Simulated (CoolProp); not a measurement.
Saturated liquid density (kg/m³) of sulfur hexafluoride: the reference equation beside estimates from Tc = 318.7 K, pc = 3.755 MPa, ω = 0.210. Rackett uses Z = 0.29056 − 0.08775 ω.

Model: reference Helmholtz-energy equation of state, Guder 2009, in CoolProp.

```csv
T (K),reference,Rackett,van der Waals,Redlich-Kwong,Peng-Robinson
236.7,1778,1839,1135,1631,1915
243.9,1740,1798,1109,1584,1864
251.1,1699,1754,1082,1535,1810
258.3,1656,1708,1053,1483,1751
265.5,1610,1660,1022,1427,1687
272.7,1561,1608,988.9,1367,1617
279.9,1508,1552,952.8,1302,1540
287.1,1449,1490,913.2,1231,1454
294.4,1380,1419,868.0,1151,1355
301.6,1300,1337,816.2,1060,1240
```

Absolute difference from the reference over all 10 rows, mean and median: Rackett 3.1 and 3.1 %, van der Waals 36.6 and 36.6 %, Redlich-Kwong 12.5 and 11.9 %, Peng-Robinson 4.4 and 4.7 %.
